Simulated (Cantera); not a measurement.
A perfectly stirred reactor is fed with CH₄ : O₂ : N₂ : H₂O = 1 : 3.51 : 13.2 : 1.2 (molar parts), equivalence ratio 0.57, at 20000 Pa; it is adiabatic with a 800 K inlet, and is followed from long to short residence time, starting on the burning branch (τ in s: 0.066, 0.024, 0.0085, 0.0031, 0.0011, 0.00039, 0.00014, 5.1e-05, 1.8e-05, 6.5e-06).

Detailed kinetics in Cantera: GRI-Mech 3.0 (53 species, 325 reactions).

Problem. What does this change do: 0.78 parts CO2 added?

Solution. 
| quantity | before | after |
|---|---|---|
| blow-out, bracketed by the residence times tried | burning at 0.390 ms, out at 0.140 ms | burning at 0.390 ms, out at 0.140 ms |
| x(CH₄) at τ = 66.0 ms | 1.32e-5 | 1.56e-5 |
| x(O₂) at τ = 66.0 ms | 0.0794 | 0.0768 |
| x(H₂O) at τ = 66.0 ms | 0.165 | 0.159 |
| x(CH₃) at τ = 66.0 ms | 3.23e-6 | 3.43e-6 |
| x(H₂) at τ = 66.0 ms | 0.00120 | 0.00107 |
| x(CH₄) at τ = 0.390 ms | 0.00123 | 0.00177 |
| x(O₂) at τ = 0.390 ms | 0.0926 | 0.0929 |
| x(H₂O) at τ = 0.390 ms | 0.149 | 0.143 |
| x(CH₃) at τ = 0.390 ms | 0.000147 | 0.000186 |
| x(H₂) at τ = 0.390 ms | 0.00736 | 0.00693 |

Problem. What does this change do: pressure from 20000 Pa to 88000 Pa?

Solution. 
```csv
quantity,before,after
"blow-out, bracketed by the residence times tried","burning at 0.390 ms, out at 0.140 ms","burning at 0.140 ms, out at 51.0 µs"
x(CH₄) at τ = 66.0 ms,1.32e-5,8.45e-6
x(O₂) at τ = 66.0 ms,0.0794,0.0795
x(H₂O) at τ = 66.0 ms,0.165,0.168
x(CH₃) at τ = 66.0 ms,3.23e-6,2.47e-6
x(H₂) at τ = 66.0 ms,0.00120,0.000231
x(CH₄) at τ = 0.390 ms,0.00123,0.000315
x(O₂) at τ = 0.390 ms,0.0926,0.0834
x(H₂O) at τ = 0.390 ms,0.149,0.159
x(CH₃) at τ = 0.390 ms,0.000147,5.63e-5
x(H₂) at τ = 0.390 ms,0.00736,0.00349
```

Problem. What does this change do: N2 13.2 to 10 parts?

Solution. 
```csv
quantity,before,after
"blow-out, bracketed by the residence times tried","burning at 0.390 ms, out at 0.140 ms","burning at 0.390 ms, out at 0.140 ms"
x(CH₄) at τ = 66.0 ms,1.32e-5,9.19e-6
x(O₂) at τ = 66.0 ms,0.0794,0.0950
x(H₂O) at τ = 66.0 ms,0.165,0.197
x(CH₃) at τ = 66.0 ms,3.23e-6,2.92e-6
x(H₂) at τ = 66.0 ms,0.00120,0.00160
x(CH₄) at τ = 0.390 ms,0.00123,0.000732
x(O₂) at τ = 0.390 ms,0.0926,0.105
x(H₂O) at τ = 0.390 ms,0.149,0.178
x(CH₃) at τ = 0.390 ms,0.000147,0.000119
x(H₂) at τ = 0.390 ms,0.00736,0.00899
```
